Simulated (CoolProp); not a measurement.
Computed with CoolProp (reference Helmholtz-energy equation of state, de Vries 1995).

Task: Give the vapour pressure (MPa), liquid density (kg/m³), vapour Z, surface tension (mN/m) of saturated R124 at 31.65 °C.

Result: 
| T (°C) | p (MPa) | liquid density (kg/m³) | vapour Z | surface tension (mN/m) |
|---|---|---|---|---|
| 31.65 | 0.468 | 1330 | 0.876 | 8.87 |

Surface tension comes from a separate correlation (Mulero 2012).
